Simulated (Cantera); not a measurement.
A freely propagating, adiabatic, planar premixed flame of CO : H2 : CH4 : O2 : N2 = 1 : 0.86 : 0.12 : 0.975 : 3.67 (molar parts), unburnt at 400 K and 100.0 Torr; mixture-averaged transport, grid criteria slope 0.08 and curve 0.16, no radiation.

Model: GRI-Mech 3.0 (53 species, 325 reactions), integrated in Cantera. Burning velocities carry a grid error of a few per cent, more on coarse grids.

x: mole fraction of selected species; z is measured from the peak of heat release.

```json
[
 {"z (mm)": "-10.9", "T (K)": "400", "u (m/s)": "2.13", "x CO": "0.151", "x H2": "0.130", "x CH4": "0.0181", "x OH": "<1e-8", "x NO": "<1e-8", "x H": "<1e-8"},
 {"z (mm)": "-7.29", "T (K)": "400", "u (m/s)": "2.13", "x CO": "0.151", "x H2": "0.130", "x CH4": "0.0181", "x OH": "<1e-8", "x NO": "<1e-8", "x H": "<1e-8"},
 {"z (mm)": "-5.47", "T (K)": "400", "u (m/s)": "2.13", "x CO": "0.151", "x H2": "0.130", "x CH4": "0.0181", "x OH": "<1e-8", "x NO": "<1e-8", "x H": "<1e-8"},
 {"z (mm)": "-3.64", "T (K)": "400", "u (m/s)": "2.13", "x CO": "0.151", "x H2": "0.130", "x CH4": "0.0181", "x OH": "<1e-8", "x NO": "<1e-8", "x H": "1.05e-7"},
 {"z (mm)": "-1.82", "T (K)": "457", "u (m/s)": "2.42", "x CO": "0.150", "x H2": "0.123", "x CH4": "0.0182", "x OH": "0.000173", "x NO": "<1e-8", "x H": "0.000510"},
 {"z (mm)": "-0.911", "T (K)": "702", "u (m/s)": "3.68", "x CO": "0.147", "x H2": "0.104", "x CH4": "0.0172", "x OH": "0.000438", "x NO": "1.07e-8", "x H": "0.00735"},
 {"z (mm)": "0", "T (K)": "1136", "u (m/s)": "5.94", "x CO": "0.143", "x H2": "0.0647", "x CH4": "0.00540", "x OH": "0.00223", "x NO": "[?]", "x H": "0.0276"},
 {"z (mm)": "0.911", "T (K)": "1358", "u (m/s)": "7.08", "x CO": "0.123", "x H2": "0.0308", "x CH4": "9.25e-5", "x OH": "0.00520", "x NO": "[?]", "x H": "0.0474"},
 {"z (mm)": "1.82", "T (K)": "1446", "u (m/s)": "7.47", "x CO": "0.102", "x H2": "0.0242", "x CH4": "7.07e-7", "x OH": "0.00643", "x NO": "[?]", "x H": "0.0539"},
 {"z (mm)": "3.64", "T (K)": "1547", "u (m/s)": "7.90", "x CO": "0.0821", "x H2": "0.0260", "x CH4": "<1e-8", "x OH": "0.00783", "x NO": "[?]", "x H": "0.0541"},
 {"z (mm)": "7.29", "T (K)": "1654", "u (m/s)": "8.37", "x CO": "0.0764", "x H2": "0.0273", "x CH4": "<1e-8", "x OH": "0.00920", "x NO": "[?]", "x H": "0.0468"},
 {"z (mm)": "14.6", "T (K)": "1773", "u (m/s)": "8.89", "x CO": "0.0785", "x H2": "0.0265", "x CH4": "<1e-8", "x OH": "0.0104", "x NO": "[?]", "x H": "0.0357"},
 {"z (mm)": "29.2", "T (K)": "1905", "u (m/s)": "9.46", "x CO": "0.0793", "x H2": "0.0247", "x CH4": "<1e-8", "x OH": "0.0113", "x NO": "[?]", "x H": "0.0251"}
]
```

### Question
Some entries are withheld; supply them.

### Answer

- 0, x NO: 2.51e-7
- 0.911, x NO: 1.31e-6
- 1.82, x NO: 2.88e-6
- 3.64, x NO: 6.11e-6
- 7.29, x NO: 1.16e-5
- 14.6, x NO: 1.95e-5
- 29.2, x NO: 3.10e-5
